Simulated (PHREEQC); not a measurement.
Hard or scaling water: speciation

Solution (20 °C): 110 mmol/kgw CaCl2, 1.2 mmol/kgw Na2SO4 and 0.28 mmol/kgw NaCl. Closed to the air; pH follows from the charge balance.

Model: ion-association model, wateq4f.dat, run in PHREEQC.

This is a speciation only: nothing precipitates in the calculation.

**Question.** Estimate the activity of water.

**Answer.** activity of water 0.994.

**Question.** In which forms is S present?

**Answer.** CaSO4 57 %, SO4-2 43 % of the S.

Species that the database lacks are ignored.
